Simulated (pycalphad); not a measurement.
Computed with pycalphad from the COST 507 light-alloy database (1999), at 1 atm. These are 1990s assessments: newer ones move some temperatures and phases. Diffusion is slow at the low end, where real alloys seldom reach equilibrium.

**Question.** How does the equilibrium phase assembly of N-88.03B (wt.%) change on cooling from 3427 °C to 227 °C?

**Answer.** 
```
T (°C)     phases above            phases below
------  ---------------  ----------------------
2396.7     GAS + LIQUID         BN_HP4 + LIQUID
2074.8  BN_HP4 + LIQUID  BETA_RHOMBO_B + BN_HP4
```
Changes were sought between steps of 100 K, so a narrower field can be missed. At the top of the range, 3427 °C, the alloy is not yet fully liquid: it holds LIQUID + GAS.

Database names, with the compositions (at.%) that they take in these runs: BN_HP4: N 50 B 50. BETA_RHOMBO_B is β-boron.
